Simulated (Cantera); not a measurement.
An adiabatic, constant-volume homogeneous reactor starts with C2H4 : O2 : N2 : H2O = 1 : 2.5 : 21 : 0.33 (molar parts), equivalence ratio 1.2, at 1650 K and 728 Torr.

Cantera simulation using GRI-Mech 3.0 (53 species, 325 reactions); the numbers are that mechanism's predictions, not measurements. GRI-Mech 3.0 was tuned for natural gas; its chemistry of ethylene as a main component is partial and can be far from experiment.

One state of this run: T (K) = 2736; P (bar) = 1.67; x C2H4 = <1e-12; x O2 = 0.00502; x H2O = 0.0704; x OH = 0.00825; x CO2 = 0.0343; x H = 0.00579; x NO = 0.00402. x: mole fraction; the columns are a selection and need not sum to one.

**Question.** Which value of t (s) does it belong to?
(A) 2.51e-5
(B) 8.68e-6
(C) 7.27e-5
(D) 0.00176

**Answer.** D, 0.00176
